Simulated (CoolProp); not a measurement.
Properties of R123 along the isobar 532 kPa (Tc = 183.7 °C, pc = 3662 kPa, ω = 0.282).

Computed with CoolProp (reference Helmholtz-energy equation of state, Younglove 1994). It is a modified Benedict-Webb-Rubin equation, recast in Helmholtz form.

| T (°C) | phase | cv (kJ/(kg K)) | Prandtl number | fugacity coefficient |
|---|---|---|---|---|
| -33.75 | liquid | 0.6574 | 9.12 | 0.01027 |
| -12.15 | liquid | 0.6742 | 7.41 | 0.03451 |
| 9.45 | liquid | 0.6923 | 6.23 | 0.09243 |
| 31.05 | liquid | 0.7110 | 5.37 | 0.2079 |
| 52.65 | liquid | 0.7298 | 4.70 | 0.4073 |
| 74.25 | liquid | 0.7490 | 4.17 | 0.7148 |
| 95.85 | gas | 0.7240 | 0.791 | 0.8951 |
| 117.35 | gas | 0.7381 | 0.768 | 0.9140 |
| 138.95 | gas | 0.7534 | 0.753 | 0.9288 |
| 160.55 | gas | 0.7693 | 0.742 | 0.9404 |
| 182.15 | gas | 0.7851 | 0.734 | 0.9498 |
| 203.75 | gas | 0.8008 | 0.728 | 0.9574 |
| 225.35 | gas | 0.8162 | 0.722 | 0.9638 |

Viscosity comes from a separate model (Tanaka 1996). Thermal conductivity comes from a separate model (Laesecke 1996).
